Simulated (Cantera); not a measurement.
Input: 1 mol SiCl4, 0.15 mol O2, 13 mol N2, 0.81 mol O3, at 1998 K and 75.0 Torr.

Cantera equilibrium calculation (NASA polynomials, part measured and part estimated; ideal gas, pure solids and liquids). Candidate condensed phases: Si, SiO2, Si2N2O, Si3N4; 23 gas species. The tables hold silica as quartz up to 1696 K and as liquid above; real silica turns to tridymite and cristobalite and melts near 1996 K. Kinetics and transport are ignored.

Question: What is the equilibrium state?

Answer: 
```json
{
  "x(N2)": "0.754",
  "x(Cl)": "0.215",
  "x(O2)": "0.0198",
  "x(Cl2)": "0.00862",
  "x(NO)": "0.00229",
  "x(O)": "0.000293",
  "x(ClO)": "0.000145",
  "x(SiO)": "4.45e-6",
  "x(SiO2)": "2.47e-6",
  "n(SiO2(l))": "1.000 mol",
  "gas_amount": "17.22 mol",
  "log10 activity of Si(l) (absent)": "-11.71"
}
```
